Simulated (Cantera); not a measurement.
A closed system holds: 1 mol Al(CH3)3, 14 mol H2O, 2.3 mol H2, equilibrated at 877 °C and 0.760 bar.

Method: chemical equilibrium by Gibbs-energy minimisation in Cantera with the NASA 1993 tables (ideal gas, pure condensed phases). Candidate condensed phases: Al, Al2O3, C, C6H6, C7H8, C8H18, H2O; 121 gas species. The feed counts by its element totals alone. The numbers say what is thermodynamically allowed, not how fast it happens.

What is the equilibrium state?


```json
{
 "x(H2)": "0.521",
 "x(H2O)": "0.353",
 "x(CO)": "0.0802",
 "x(CO2)": "0.0458",
 "x(CH4)": "2.03e-5",
 "n(Al2O3(s))": "0.500 mol",
 "gas_amount": "23.80 mol",
 "log10 activity of C(graphite) (absent)": "-2.38",
 "log10 activity of Al(l) (absent)": "-16.98"
}
```
